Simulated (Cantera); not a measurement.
Charge: 1 mol Ta, a varied amount of O2, 260 mol H2, at 0.0470 bar.

Equilibrium computed with Cantera from the NASA thermochemical tables; the gas is ideal and each condensed phase is pure. Candidate condensed phases: H2O, Ta, Ta2O5; 12 gas species. Mutual solubility and eutectic melting of coexisting phases are not modelled. Condensed phases not in the tables: N, O or C dissolved in the metal. Rates play no part.

Problem. What condenses at these points (T in K, n(O2) in mol): (1998, 2.5); (2098, 0.84); (2498, 2); (2598, 0.84); (2598, 2); (2298, 4.2); (1698, 0.84)?

Solution. 
| T (K) | n(O2) in mol | condensed phases | Ta condensed (%) |
|---|---|---|---|
| 1998 | 2.5 | Ta2O5 | 99.7 |
| 2098 | 0.84 | Ta + Ta2O5 | 96.6 |
| 2498 | 2 | gas only | 0.0 |
| 2598 | 0.84 | Ta | 16.0 |
| 2598 | 2 | gas only | 0.0 |
| 2298 | 4.2 | Ta2O5 | 81.9 |
| 1698 | 0.84 | Ta + Ta2O5 | 100.0 |
